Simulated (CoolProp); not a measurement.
Vapour-liquid equilibrium of ethylbenzene (1) + o-xylene (2) at 0.774 bar; x and y are mole fractions of (1).

Model: multi-fluid Helmholtz-energy mixture model, Zhou 2012 and Zhou 2012; pair parameters Bell 2016, in CoolProp.

### Question
Give the bubble temperature and the first vapour's composition at x = 0.275, 0.5, 0.875. Is there an azeotrope?

### Answer
x = 0.275: 405.1 K, y = 0.324; x = 0.5: 403.1 K, y = 0.558; x = 0.875: 400.3 K, y = 0.894. No azeotrope shows between x = 0.05 and 0.95.

Pair parameters are fitted to limited data, so mixtures are less certain than the pure fluids.
